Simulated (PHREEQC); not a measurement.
1 kg of water holding 24 mmol/kgw Na2SO4 and 24 mmol/kgw NaOH meets 20 L of dry gas (CO2 0.72, CH4 0.28 by moles) at fixed total pressure, at 10 atm; fugacities by Peng-Robinson. The gases take part in no redox reaction, some water evaporates into the gas, and hydrates or a liquid gas phase aren't modelled. No solid was allowed to form.

All values are PHREEQC results (ion-association model, phreeqc.dat), not measurements.

| T (°C) | dissolved CO2 (all carbonate carbon) (mol/kgw) | φ of CO2 | p of CO2 (atm) | dissolved CH4 (mol/kgw) | φ of CH4 | p of CH4 (atm) | pH |
|---|---|---|---|---|---|---|---|
| 10 | 0.371 | 0.937 | 7.08 | 0.00643 | 0.978 | 2.91 | 5.19 |
| 20 | 0.279 | 0.943 | 7.09 | 0.00483 | 0.980 | 2.88 | 5.24 |
| 30 | (withheld) | 0.948 | 7.10 | 0.00389 | 0.982 | 2.86 | 5.30 |
| 40 | (withheld) | 0.953 | 7.08 | 0.00331 | 0.984 | 2.84 | 5.37 |
| 50 | (withheld) | 0.958 | 7.05 | 0.00295 | 0.986 | 2.82 | 5.44 |
| 60 | 0.132 | 0.961 | 7.00 | 0.00273 | 0.988 | 2.79 | 5.52 |
| 70 | (withheld) | 0.965 | 6.92 | 0.00259 | 0.989 | 2.75 | 5.60 |
| 80 | (withheld) | 0.968 | 6.81 | 0.00250 | 0.991 | 2.70 | 5.69 |
| 90 | 0.0963 | 0.971 | 6.64 | 0.00246 | 0.993 | 2.63 | 5.78 |

Task: What belongs in the gaps?

Result: 
- 30, dissolved CO2 (all carbonate carbon) (mol/kgw): 0.220
- 40, dissolved CO2 (all carbonate carbon) (mol/kgw): 0.180
- 50, dissolved CO2 (all carbonate carbon) (mol/kgw): 0.153
- 70, dissolved CO2 (all carbonate carbon) (mol/kgw): 0.117
- 80, dissolved CO2 (all carbonate carbon) (mol/kgw): 0.106

Away from 25 °C the constants follow the database's enthalpies or fits; those with neither stay at their 25 °C values.
